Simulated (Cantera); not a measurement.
## Reactions in the system B-F-H-O

Cantera with NASA thermochemical tables; ideal gases at 1 bar, condensed phases pure. Values are per mole of reaction as written; species without (g) are pure solids or liquids, kept so even where they would boil at 1 bar.

3 H2(g) + O3(g) + 2 B3O3F3(g) ⇌ 3 B2O3(g) + 6 HF(g)

```tsv
T (K)	ΔH° (kJ)	ΔS° (J/K)	ΔG° (kJ)	log10 K
300	445.3	578.2	271.8	-47.33
773	434.3	561.4	0.4	-0.03
923	426.7	552.4	-83.1	4.70
1073	418.7	544.3	-165.4	8.05
1223	410.8	537.4	-246.5	10.53
1373	402.9	531.3	-326.6	12.43
1523	394.9	525.8	-405.9	13.92
1673	386.7	520.7	-484.4	15.12
1823	378.3	515.9	-562.1	16.11
```
